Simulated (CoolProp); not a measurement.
Saturation properties of propylene.

Model: reference Helmholtz-energy equation of state, Lemmon 2013, in CoolProp.

| T (K) | p (MPa) | liquid density (kg/m³) | liquid viscosity (µPa s) |
|---|---|---|---|
| 242.1 | 0.2032 | 589.0 | 164 |
| 250.6 | 0.2791 | 577.8 | 150 |
| 259.2 | 0.3760 | 566.1 | 138 |
| 267.8 | 0.4962 | 553.9 | 127 |
| 276.4 | 0.6428 | 541.3 | 117 |
| 285 | 0.8192 | 528.0 | 108 |
| 293.6 | 1.029 | 514.0 | 99.2 |
| 302.1 | 1.272 | 499.3 | 91.5 |
| 310.7 | 1.559 | 483.4 | 84.2 |
| 319.3 | 1.890 | 466.0 | 77.2 |
| 327.9 | 2.270 | 446.8 | 70.4 |
| 336.5 | 2.704 | 424.8 | 63.6 |
| 345 | 3.192 | 398.8 | 56.6 |

It boils at 225.5 K under 1 atm.

Viscosity comes from a separate model (Huber 2003), an estimate that may be off by 10 % or more.
